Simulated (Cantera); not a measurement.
## Thermodynamics of carbothermic reduction, feed MgO + CO + H₂

Input: 1 mol MgO, a varied amount of CO, 3.4 mol H₂, at 0.00530 bar.

Cantera equilibrium calculation (NASA polynomials, part measured and part estimated; ideal gas, pure solids and liquids). Candidate condensed phases: C, C₆H₆, C₇H₈, C₈H₁₈, H₂O, Mg, MgCO₃, MgO, Mg(OH)₂; 116 gas species. Equilibrium is a limit: real reactors are often held back by kinetics, nucleation or transport.

Q: Map the stable condensed phases over T = 1050, 1150, 1250, 1350, 1450, 1550, 1650, 1750, 1850, 1950, 2050, 2150 K and n(CO) in mol = 0.83, 2.3, 3.7, 5.2, 6.6, 8, 9.5, 11, 12, 14, 15, 17.

A: 
```
T in K \ n(CO) in mol
         0.83  2.3  3.7  5.2  6.6    8  9.5   11   12   14   15   17
   2150     A    A    A    A    A    B    B    B    B    B    B    B
   2050     A    A    A    A    A    A    A    A    A    A    A    A
   1950     A    A    A    A    A    A    A    A    A    A    A    A
   1850     A    A    A    A    A    A    A    A    A    A    A    A
   1750     A    A    A    A    A    A    A    A    A    A    A    A
   1650     A    A    A    A    A    A    A    A    A    A    A    A
   1550     A    A    A    A    A    A    A    A    A    A    A    A
   1450     A    A    A    A    A    A    A    A    A    A    A    A
   1350     A    A    A    A    A    A    A    A    A    A    A    A
   1250     A    A    A    A    A    A    A    A    A    A    A    A
   1150     A    C    C    C    C    C    C    C    C    C    C    C
   1050     A    C    C    C    C    C    C    C    C    C    C    C
```
A: MgO; B: gas only; C: C + MgO.
